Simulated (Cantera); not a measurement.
**Ignition delay**

Mixture: 22.1 % CO, 0.883 % H2, 13.0 % O2, 64.0 % N2, at 500000 Pa, adiabatic and at constant volume. Ignition delay is the time to a rise of 400 K.

Detailed kinetics in Cantera: GRI-Mech 3.0 (53 species, 325 reactions). The hydrogen kinetics of GRI-Mech 3.0 are dated; newer H2 mechanisms differ, most at raised pressure. Where the delays flatten at high temperature, the 400 K rule measures the pace of heat release, not the induction time.

```tsv
T0 (K)	delay (ms)
1250	0.0482
1325	0.0309
1400	0.0231
1475	0.0188
1550	0.0161
1625	0.0145
1700	0.0134
1775	0.0127
1850	0.0123
1925	0.0121
```
